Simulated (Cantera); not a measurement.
Charge: 1 mol TiO₂, 370 mol H₂, at 10.0 mbar.

Cantera equilibrium calculation (NASA polynomials, part measured and part estimated; ideal gas, pure solids and liquids). Candidate condensed phases: H₂O, Ti, TiO, TiO₂, Ti₂O₃, Ti₃O₅, Ti₄O₇; 12 gas species. Rates play no part.

### Question
At 2150 K, list the 6 most abundant gas species with their mole fractions, and the condensed phases.

### Answer
H₂ 0.957, H 0.0413, H₂O 0.00153, TiO 0.000435, TiO₂ 3.27e-5, Ti 1.17e-5. Condensed: Ti₂O₃(l).
